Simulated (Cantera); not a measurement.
## Catalytic stagnation flow on Pt

A jet of CH4 : O2 : N2 = 0.01 : 0.085 : 0.79 (molar parts), equivalence ratio 0.24 at 300 K and 0.138 atm hits a platinum plate 8.7 cm away at a mass flux of 0.069 kg/m²/s; the plate temperature is set and raised in steps from an oxygen-covered start.

Computed with Cantera and Deutschmann's 1995 Pt surface mechanism with GRI-Mech 3.0 gas chemistry. Catalytic surfaces can have several steady states; this one follows from the mechanism file's or the stated starting coverage.

```tsv
plate T (K)	wall x CH4	wall x O2	wall x H2O	wall x OH	wall x CO	wall x CO2	θ free Pt	θ O*	θ OH*
850	0.00818	0.0894	0.00582	<1e-8	2.14e-6	0.00381	0.130	0.869	0.000801
900	0.00603	0.0849	0.00982	1.73e-8	2.24e-6	0.00644	0.190	0.809	0.000966
950	0.00423	0.0811	0.0131	5.38e-8	2.16e-6	0.00862	0.255	0.744	0.00101
1000	0.00298	0.0784	0.0154	1.44e-7	2.05e-6	0.0101	0.323	0.676	0.000979
1050	0.00217	0.0767	0.0169	3.42e-7	1.98e-6	0.0111	0.390	0.609	0.000904
1100	0.00165	0.0756	0.0178	7.38e-7	1.96e-6	0.0117	0.456	0.543	0.000814
1150	0.00129	0.0749	0.0184	1.47e-6	2.01e-6	0.0121	0.520	0.479	0.000721
```
x: mole fraction at the wall; θ: surface coverage.
